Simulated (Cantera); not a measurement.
Input (Python, Cantera):

```python
import numpy as np
import cantera as ct

surf = ct.Interface("ptcombust.yaml", "Pt_surf")
gas = surf.adjacent["gas"]
gas.TPX = 300, 7000, {'CH4': 0.051, 'O2': 0.15, 'N2': 0.79}
jet = ct.ImpingingJet(gas=gas, width=0.073, surface=surf)
jet.inlet.mdot, jet.inlet.T, jet.inlet.X = 0.048, 300, {'CH4': 0.051, 'O2': 0.15, 'N2': 0.79}
jet.set_refine_criteria(ratio=10, slope=0.2, curve=0.3)
show, cover = ['CH4', 'O2', 'H2O', 'OH', 'CO', 'CO2'], ["PT(S)", "H(S)", "O(S)", "OH(S)", "CO(S)", "C(S)"]

rows = []
print(f"{'Ts/K':>7s}" + "".join(f"{s:>11s}" for s in show + cover) + "   (gas at the wall, coverages)")
for i, Ts in enumerate([900, 950, 1000, 1050, 1100, 1150, 1200, 1250]):
    jet.surface.T = Ts
    if i == 0:
        surf.TP = Ts, 7000
        surf.coverages = "PT(S):0.5, O(S):0.5"
        surf.advance_coverages(1.0)
        jet.set_initial_guess(products="inlet")
    jet.solve(loglevel=0, auto=(i == 0))
    rows.append([*(jet.X[gas.species_index(s), -1] for s in show), *surf[cover].coverages])
    print(f"{Ts:7g}" + "".join(f"{x:11.3e}" for x in rows[-1]))
```

It prints:

```
   Ts/K        CH4         O2        H2O         OH         CO        CO2      PT(S)       H(S)       O(S)      OH(S)      CO(S)       C(S)   (gas at the wall, coverages)
    900  3.149e-02  1.085e-01  3.748e-02  4.234e-08  1.254e-05  2.464e-02  2.163e-01  9.484e-08  7.823e-01  1.403e-03  1.395e-05  4.963e-08
    950  2.297e-02  9.040e-02  5.321e-02  1.324e-07  1.289e-05  3.510e-02  2.934e-01  2.506e-07  7.051e-01  1.508e-03  1.059e-05  5.068e-08
   1000  1.670e-02  7.714e-02  6.469e-02  3.613e-07  1.291e-05  4.279e-02  3.722e-01  5.431e-07  6.263e-01  1.468e-03  7.514e-06  4.696e-08
   1050  1.250e-02  6.832e-02  7.228e-02  8.638e-07  1.312e-05  4.791e-02  4.492e-01  1.028e-06  5.495e-01  1.351e-03  5.281e-06  4.203e-08
   1100  9.733e-03  6.257e-02  7.718e-02  1.866e-06  1.371e-05  5.122e-02  5.219e-01  1.770e-06  4.769e-01  1.203e-03  3.785e-06  3.752e-08
   1150  7.872e-03  5.879e-02  8.039e-02  3.710e-06  1.479e-05  5.339e-02  5.896e-01  2.849e-06  4.094e-01  1.051e-03  2.804e-06  3.396e-08
   1200  6.587e-03  5.630e-02  8.248e-02  6.877e-06  1.644e-05  5.478e-02  6.515e-01  4.354e-06  3.476e-01  9.059e-04  2.154e-06  3.135e-08
   1250  5.672e-03  5.470e-02  8.383e-02  1.200e-05  1.883e-05  5.562e-02  7.071e-01  6.391e-06  2.921e-01  7.740e-04  1.716e-06  2.954e-08
```

Model: Deutschmann's 1995 Pt surface mechanism with GRI-Mech 3.0 gas chemistry, integrated in Cantera. Catalytic surfaces can have several steady states; this one follows from the mechanism file's or the stated starting coverage.
